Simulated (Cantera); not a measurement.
## Adiabatic ignition

An adiabatic, constant-volume homogeneous reactor starts with 6.36 % CH4, 7.00 % H2, 17.8 % O2, 66.8 % N2, 2.04 % H2O, at 1425 K and 1.00 bar.

Detailed kinetics in Cantera: GRI-Mech 3.0 (53 species, 325 reactions).

```tsv
t (s)	T (K)	P (bar)	x CH4	x H2	x O2	x NO2	x N2O	x NO
4.00e-6	1425	1.000	0.0636	0.0700	0.178	<1e-12	<1e-12	<1e-12
9.85e-6	1425	1.000	0.0636	0.0700	0.178	<1e-12	<1e-12	<1e-12
2.43e-5	1425	1.000	0.0636	0.0700	0.178	<1e-12	3.97e-12	<1e-12
5.98e-5	1425	1.00	0.0634	0.0699	0.178	<1e-12	6.46e-11	<1e-12
0.000147	1733	1.22	0.0352	0.0669	0.146	7.04e-11	1.29e-8	1.26e-8
0.000363	2863	2.03	<1e-12	0.0201	0.0297	1.28e-6	8.10e-7	0.00375
0.000894	2855	2.02	<1e-12	0.0204	0.0274	3.25e-6	8.75e-7	0.00987
0.00220	2851	2.02	<1e-12	0.0205	0.0263	4.10e-6	9.27e-7	0.0126
0.00543	2851	2.02	<1e-12	0.0205	0.0263	4.14e-6	9.29e-7	0.0128
0.0134	2851	2.02	<1e-12	0.0205	0.0263	4.14e-6	9.29e-7	0.0128
0.0330	2851	2.02	<1e-12	0.0205	0.0263	4.14e-6	9.29e-7	0.0128
0.0812	2851	2.02	<1e-12	0.0205	0.0263	4.14e-6	9.29e-7	0.0128
0.200	2851	2.02	<1e-12	0.0205	0.0263	4.14e-6	9.29e-7	0.0128
```
x: mole fraction; the columns are a selection and need not sum to one.

```yaml
time_of_steepest_temperature_rise: 0.154 ms
temperature at 0.200 s: 2851 K
equilibrium_temperature: 2851 K
x(CH4) at 0.200 s: <1e-12 (gas-phase equilibrium <1e-12)
x(H2) at 0.200 s: 0.0205 (gas-phase equilibrium 0.0205)
x(O2) at 0.200 s: 0.0263 (gas-phase equilibrium 0.0263)
```
